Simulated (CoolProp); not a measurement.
Properties of sulfur hexafluoride along the isobar 5570 kPa.

Computed with CoolProp (reference Helmholtz-energy equation of state, Guder 2009).

| T (K) | phase | cp (kJ/(kg K)) | Joule-Thomson coefficient (K/MPa) |
|---|---|---|---|
| 288 | liquid | 1.037 | 0.2183 |
| 316.4 | liquid | 1.310 | 1.286 |
| 344.7 | supercritical | 1.915 | 7.895 |
| 373.1 | supercritical | 1.088 | 6.229 |
| 401.4 | supercritical | 0.9722 | 4.677 |
| 429.8 | supercritical | 0.9417 | 3.693 |
| 458.2 | supercritical | 0.9349 | 3.017 |
| 486.5 | supercritical | 0.9370 | 2.523 |
| 514.9 | supercritical | 0.9426 | 2.142 |
| 543.2 | supercritical | 0.9496 | 1.841 |
| 571.6 | supercritical | 0.9571 | 1.596 |

The peak of cp marks the crossing from liquid-like to gas-like fluid above the critical point.
